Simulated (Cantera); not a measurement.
Fe + CO + H₂ (metals in furnace atmospheres)

Feed: 1 mol Fe, 0.16 mol CO, 230 mol H₂, equilibrated at 10000 Pa.

Cantera equilibrium calculation (NASA polynomials, part measured and part estimated; ideal gas, pure solids and liquids). Candidate condensed phases: C, C₆H₆, C₇H₈, C₈H₁₈, Fe, Fe(CO)₅, FeO, Fe(OH)₂, Fe(OH)₃, Fe₂O₃, Fe₃O₄, H₂O; 114 gas species. Kinetics and transport are ignored.

From 1023 K to 1173 K the condensed part is Fe(α). From 1248 K to 1623 K the condensed part is Fe(γ). From 1698 K to 1773 K the condensed part is Fe(δ).

```
T (K)   x H₂       x H      x CO     x CH₄     x H₂O      x Fe     x CO₂  x C₂H₂ (acetylene)  n Fe(α)  n Fe(γ)  n Fe(δ)
-----  -----  --------  --------  --------  --------  --------  --------  ------------------  -------  -------  -------
1023   0.999   1.31e-8  0.000407  0.000289  0.000288    <1e-12   1.54e-7            3.11e-12     1.00        0        0
1098   0.999   7.82e-8  0.000558  0.000137  0.000137  1.16e-11   7.59e-8            1.79e-11     1.00        0        0
1173   0.999   3.73e-7  0.000629   6.59e-5   6.58e-5  1.96e-10   3.26e-8            7.04e-11     1.00        0        0
1248   0.999   1.48e-6  0.000662   3.36e-5   3.36e-5   2.33e-9   1.43e-8            2.22e-10        0    1.000        0
1323   0.999   5.01e-6  0.000677   1.83e-5   1.83e-5   2.08e-8   6.70e-9            6.03e-10        0    1.000        0
1398   0.999   1.50e-5  0.000685   1.06e-5   1.06e-5   1.46e-7   3.37e-9             1.45e-9        0    1.000        0
1473   0.999   4.00e-5  0.000689   6.50e-6   6.51e-6   8.36e-7   1.81e-9             3.19e-9        0    1.000        0
1548   0.999   9.73e-5  0.000691   4.16e-6   4.18e-6   4.03e-6   1.04e-9             6.46e-9        0    0.999        0
1623   0.999  0.000218  0.000692   2.77e-6   2.80e-6   1.67e-5  6.26e-10             1.22e-8        0    0.996        0
1698   0.999  0.000457  0.000693   1.90e-6   1.96e-6   6.09e-5  3.99e-10             2.14e-8        0        0    0.986
1773   0.998  0.000899  0.000693   1.33e-6   1.43e-6  0.000198  2.67e-10             3.51e-8        0        0    0.954
```
x: gas mole fraction; n: condensed amount in mol.
